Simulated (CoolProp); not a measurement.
Vapour-liquid equilibrium of R143a (1) + fluoroethane (R161) (2) at 176.7 K; x and y are mole fractions of (1).

The numbers come from the multi-fluid Helmholtz-energy mixture model, Lemmon and Jacobsen 2000 and Wu 2012; pair parameters Bell 2016 in CoolProp.

```csv
x,"bubble pressure, mixture model (MPa)","bubble pressure, Raoult's law (MPa)","y, mixture model","y, Raoult's law"
0.05,0.002442,0.002410,0.105,0.094
0.125,0.002645,0.002576,0.237,0.219
0.2,0.002836,0.002743,0.347,0.330
0.275,0.003017,0.002910,0.440,0.427
0.35,0.003189,0.003077,0.522,0.514
0.425,0.003355,0.003243,0.594,0.593
0.5,0.003516,0.003410,0.660,0.663
0.575,0.003673,0.003577,0.721,0.727
0.65,0.003826,0.003744,0.777,0.785
0.725,0.003978,0.003911,0.829,0.838
0.8,0.004128,0.004077,0.879,0.887
0.875,0.004276,0.004244,0.926,0.932
0.95,0.004424,0.004411,0.971,0.974
```

The largest gap from Raoult's law is +3.7 % in bubble pressure, at x = 0.275. No azeotrope shows between x = 0.05 and 0.95.

Pair parameters are fitted to limited data, so mixtures are less certain than the pure fluids.
